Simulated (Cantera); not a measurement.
## N2O furnace oxynitridation

An isothermal, constant-pressure homogeneous reactor starts with N2O : H2O = 1 : 0.12 (molar parts), at 1423 K and 0.132 atm.

Detailed kinetics in Cantera: GRI-Mech 3.0 (53 species, 325 reactions). GRI-Mech 3.0 was tuned for natural gas; its chemistry of N2O as a main component is partial and can be far from experiment. The temperature is held fixed by assumption; the heat of reaction is taken as removed at once.

| t (s) | x N2O | x H2O | x OH | x H | x HO2 |
|---|---|---|---|---|---|
| 3.00e-6 | 0.893 | 0.107 | 1.36e-7 | 5.23e-12 | 1.61e-10 |
| 1.69e-5 | 0.893 | 0.107 | 3.48e-6 | 1.41e-9 | 2.43e-8 |
| 9.49e-5 | 0.892 | 0.107 | 4.68e-5 | 4.45e-8 | 2.06e-6 |
| 0.000533 | 0.890 | 0.107 | 0.000192 | 2.08e-7 | 2.39e-5 |
| 0.00300 | 0.876 | 0.106 | 0.000235 | 2.54e-7 | 2.09e-5 |
| 0.0169 | 0.804 | 0.104 | 0.000258 | 2.39e-7 | 1.21e-5 |
| 0.0949 | 0.519 | 0.0932 | 0.000267 | 2.61e-7 | 3.33e-6 |
| 0.533 | 0.0796 | 0.0769 | 0.000217 | 3.32e-7 | 3.25e-7 |
| 3.00 | 0.000168 | 0.0741 | 6.11e-5 | 1.05e-8 | 6.75e-8 |
x: mole fraction; the columns are a selection and need not sum to one.

Equilibrium at this temperature and pressure: N2O 1.80e-8, H2O 0.0740, OH 6.07e-5, H 8.88e-9, HO2 7.54e-8 (gas phase only).
